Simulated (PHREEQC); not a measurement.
Solution (50 °C): 0.012 mol/kgw ZnSO4, 0.0087 mol/kgw KCl and 0.00018 mol/kgw H2SO4. Closed to the air; pH follows from the charge balance.

The numbers come from PHREEQC with the ion-association model, phreeqc.dat.

This is a speciation only: nothing precipitates in the calculation.

Question: Order these Zn species by the share of Zn that they hold, largest first: ZnSO4, ZnCl+, Zn+2, Zn(SO4)2-2.

Answer: Zn+2 (65 %), ZnSO4 (31 %), ZnCl+ (2.0 %), Zn(SO4)2-2 (1.7 %)

The pH is 3.73 and the ionic strength 0.0401 mol/kgw. Species that the database lacks are ignored. Constants without temperature data keep their 25 °C values here.
